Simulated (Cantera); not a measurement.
Thermodynamics of nitride etching, feed BN + H₂ + N₂

A closed system holds: 1 mol BN, 480 mol H₂, 1.9 mol N₂, at 1675 K and 5.30 mbar.

These are equilibrium values from Cantera (NASA tables, ideal gas, pure condensed phases), not measurements of a reactor. Candidate condensed phases: B, BN; 15 gas species. The numbers say what is thermodynamically allowed, not how fast it happens.

| Item | Result |
|---|---|
| x(H₂) | 0.994 |
| x(N₂) | 0.00394 |
| x(H) | 0.00159 |
| x(BH₂) | 6.47e-6 |
| n(BN(s)) | 0.997 mol |
| gas amount | 482.3 mol |
| log10 activity of B(s) (absent) | -0.88 |
